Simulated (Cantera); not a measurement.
Input: 1 mol Ta₂O₅, 12 mol H₂.

Method: chemical equilibrium by Gibbs-energy minimisation in Cantera with the NASA 1993 tables (ideal gas, pure condensed phases). Candidate condensed phases: H₂O, Ta, Ta₂O₅; 12 gas species. Mutual solubility and eutectic melting of coexisting phases are not modelled. Condensed phases not in the tables: N, O or C dissolved in the metal. Kinetics and transport are ignored.

Task: What condenses at these points (T in °C, P in Pa): (1725, 10); (1625, 1000000); (1175, 1000000); (1525, 460); (1225, 3200)?

Result: 
```csv
T (°C),P in Pa,condensed phases,Ta condensed (%)
1725,10,Ta₂O₅,95.5
1625,1000000,Ta + Ta₂O₅,100.0
1175,1000000,Ta + Ta₂O₅,100.0
1525,460,Ta + Ta₂O₅,100.0
1225,3200,Ta + Ta₂O₅,100.0
```
